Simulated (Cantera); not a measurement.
Feed: 1 mol Al, 1.1 mol HCl, 25 mol H2, at 0.150 Torr.

These are equilibrium values from Cantera (NASA tables, ideal gas, pure condensed phases), not measurements of a reactor. Candidate condensed phases: Al, AlCl3; 12 gas species. The numbers say what is thermodynamically allowed, not how fast it happens.

**Question.** What share of the Al ends up in condensed phases as a function of T (°C), at 300, 450, 600, 750, 900, 1050, 1200?

**Answer.** 
```json
[
 {"T (°C)": "300", "Al condensed (%)": "63.3", "as": "Al(s)"},
 {"T (°C)": "450", "Al condensed (%)": "62.1", "as": "Al(s)"},
 {"T (°C)": "600", "Al condensed (%)": "17.7", "as": "Al(s)"},
 {"T (°C)": "750", "Al condensed (%)": "0.0", "as": "-"},
 {"T (°C)": "900", "Al condensed (%)": "0.0", "as": "-"},
 {"T (°C)": "1050", "Al condensed (%)": "0.0", "as": "-"},
 {"T (°C)": "1200", "Al condensed (%)": "0.0", "as": "-"}
]
```
